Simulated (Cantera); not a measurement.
Ti(NMe2)4 + O2 (titanium nitride, carbide and oxide coatings)

A closed system holds: 1 mol Ti(NMe2)4, 9.5 mol O2, at 1373.15 K and 15.0 mbar.

Cantera equilibrium calculation (NASA polynomials, part measured and part estimated; ideal gas, pure solids and liquids). Candidate condensed phases: C, C6H6, C7H8, C8H18, H2O, Ti, TiC, TiN, TiO, TiO2, Ti2O3, Ti3O5, Ti4O7; 139 gas species. The feed counts by its element totals alone. Kinetics and transport are ignored.

```json
{
 "x(H2O)": "0.284",
 "x(H2)": "0.262",
 "x(CO)": "0.238",
 "x(CO2)": "0.125",
 "x(N2)": "0.0909",
 "x(H)": "1.39e-5",
 "n(TiO2(rutile))": "1.00 mol",
 "gas_amount": "22.00 mol",
 "log10 activity of Ti4O7(s) (absent)": "-2.27",
 "log10 activity of Ti3O5(s) (absent)": "-2.43",
 "log10 activity of Ti2O3(s) (absent)": "-2.92"
}
```
